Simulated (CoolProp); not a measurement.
A single-stage vapour-compression cycle with R507A: evaporating at 289.15 K (dew point), condensing at 335.15 K (bubble point), superheat 0 K, subcooling 0 K, compressor efficiency 0.9, no pressure losses. Each further row changes one setting.

The numbers come from the reference Helmholtz-energy equation of state, Lemmon 2003 in CoolProp. It is a pseudo-pure fit of the blend.

| case | cooling COP | pressure ratio | discharge temperature (K) | refrigerating effect (kJ/kg) | volumetric capacity (kJ/m³) |
|---|---|---|---|---|---|
| as stated | ___ | 3.07 | 343.7 | 67.5 | 3560 |
| evaporating temperature 294.15 K | 3.55 | 2.67 | 343.1 | 69.4 | 4250 |
| condensing temperature 330.15 K | 3.82 | 2.75 | 337.6 | 78.4 | ___ |
| subcooling 5 K | 3.54 | 3.07 | 343.7 | 79.8 | 4210 |
| superheat 10 K | 3.17 | 3.07 | ___ | 78.4 | 3840 |
| compressor efficiency 0.8 | 2.66 | 3.07 | ___ | 67.5 | 3560 |

### Question
Complete the blanks.

### Answer

- as stated, cooling COP: 2.99
- condensing temperature 330.15 K, volumetric capacity (kJ/m³): 4130
- superheat 10 K, discharge temperature (K): 351.6
- compressor efficiency 0.8, discharge temperature (K): 345.3
